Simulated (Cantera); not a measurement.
An isothermal, constant-pressure homogeneous reactor starts with NH3 : N2 = 1 : 1.7 (molar parts), at 2373 K and 0.0267 bar. Integrator tolerance rtol = 1e-08.

Computed with Cantera and the gas-phase N/H chemistry of the illustrative SiF4/NH3 mechanism in the Surface Chemkin manual (1991). Walls and surfaces, which speed up NH3 decomposition in real reactors, are not modelled.

**Question.** What does this change do: temperature 2373 to 1625 K?

**Answer.** 
```tsv
quantity	before	after
x(NH3) at 60.0 s	5.45e-8 (gas-phase equilibrium 5.45e-8)	0.121 (gas-phase equilibrium 2.29e-7)
x(H) at 60.0 s	0.0523 (gas-phase equilibrium 0.0523)	5.18e-5 (gas-phase equilibrium 0.000277)
x(H2) at 60.0 s	0.369 (gas-phase equilibrium 0.369)	0.273 (gas-phase equilibrium 0.405)
x(NH) at 60.0 s	7.08e-8 (gas-phase equilibrium 7.08e-8)	7.13e-7 (gas-phase equilibrium 1.81e-11)
x(N2H2) at 60.0 s	<1e-12 (gas-phase equilibrium <1e-12)	1.79e-7 (gas-phase equilibrium <1e-12)
x(N) at 60.0 s	3.93e-7 (gas-phase equilibrium 3.93e-7)	5.62e-8 (gas-phase equilibrium 5.47e-12)
```
